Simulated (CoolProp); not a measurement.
Values from CoolProp's reference Helmholtz-energy equation of state, Lemmon 2006. It is a short technical equation, of lower accuracy than the large ones.

### Question
Give the vapour pressure (MPa), liquid density (kg/m³), vapour density (kg/m³), surface tension (mN/m) of saturated carbon monoxide at 83, 95.7 K.

### Answer
```
T (K)  p (MPa)  liquid density (kg/m³)  vapour density (kg/m³)  surface tension (mN/m)
-----  -------  ----------------------  ----------------------  ----------------------
83       0.118                     787                    5.02                    9.23
95.7     0.390                     728                    15.4                    6.59
```

Surface tension comes from a separate correlation (Mulero 2012).
